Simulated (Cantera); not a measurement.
# Adiabatic ignition

An adiabatic, constant-pressure homogeneous reactor starts with 29.6 % H2, 14.8 % O2, 55.6 % N2, equivalence ratio 1.0, at 1100 K and 278 Torr.

Computed with Cantera and GRI-Mech 3.0 (53 species, 325 reactions).

```
t (s)     T (K)    x H2    x O2       x H    x N2O       x O      x NO     x HO2
--------  -----  ------  ------  --------  -------  --------  --------  --------
2.00e-6    1100   0.296   0.148  2.79e-10   <1e-12  1.27e-11    <1e-12  2.86e-10
6.59e-6    1100   0.296   0.148   1.05e-9   <1e-12  9.26e-11    <1e-12  9.69e-10
2.17e-5    1100   0.296   0.148   7.06e-9   <1e-12  7.88e-10    <1e-12   3.72e-9
7.14e-5    1100   0.296   0.148   5.33e-7   <1e-12   6.18e-8    <1e-12   8.54e-8
0.000235   1621  0.0548  0.0377     0.103  2.09e-8    0.0235   7.40e-6   9.74e-6
0.000775   2461  0.0505  0.0204    0.0280  6.28e-8   0.00999  0.000200   3.03e-6
0.00255    2650  0.0429  0.0154    0.0163  1.69e-7   0.00606   0.00168   3.72e-6
0.00840    2647  0.0434  0.0143    0.0160  1.87e-7   0.00569   0.00508   3.50e-6
0.0277     2645  0.0437  0.0138    0.0159  2.01e-7   0.00554   0.00667   3.39e-6
0.0911     2645  0.0437  0.0138    0.0159  2.01e-7   0.00554   0.00669   3.39e-6
0.300      2645  0.0437  0.0138    0.0159  2.01e-7   0.00554   0.00669   3.39e-6
```
x: mole fraction; the columns are a selection and need not sum to one.

```yaml
time_of_steepest_temperature_rise: 0.213 ms
temperature at 0.300 s: 2645 K
equilibrium_temperature: 2645 K
x(H2) at 0.300 s: 0.0437 (gas-phase equilibrium 0.0437)
x(O2) at 0.300 s: 0.0138 (gas-phase equilibrium 0.0138)
x(H) at 0.300 s: 0.0159 (gas-phase equilibrium 0.0159)
```
